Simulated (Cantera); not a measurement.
An adiabatic, constant-volume homogeneous reactor starts with 21.2 % H2, 16.5 % O2, 62.3 % N2, at 1775 K and 1.01 bar.

Detailed kinetics in Cantera: the H2/O2 subset of GRI-Mech 3.0, which has no nitrogen chemistry.

### Question
Predict: time of steepest temperature rise; temperature at 0.600 s; equilibrium temperature; x(H2) at 0.600 s; x(O2) at 0.600 s; x(H2O) at 0.600 s; x(HO2) at 0.600 s; x(OH) at 0.600 s.

### Answer
```json
{
  "time_of_steepest_temperature_rise": "6.27 µs",
  "temperature at 0.600 s": "2920 K",
  "equilibrium_temperature": "2920 K",
  "x(H2) at 0.600 s": "0.0203 (gas-phase equilibrium 0.0203)",
  "x(O2) at 0.600 s": "0.0595 (gas-phase equilibrium 0.0595)",
  "x(H2O) at 0.600 s": "0.181 (gas-phase equilibrium 0.181)",
  "x(HO2) at 0.600 s": "2.12e-5 (gas-phase equilibrium 2.12e-5)",
  "x(OH) at 0.600 s": "0.0391 (gas-phase equilibrium 0.0391)"
}
```
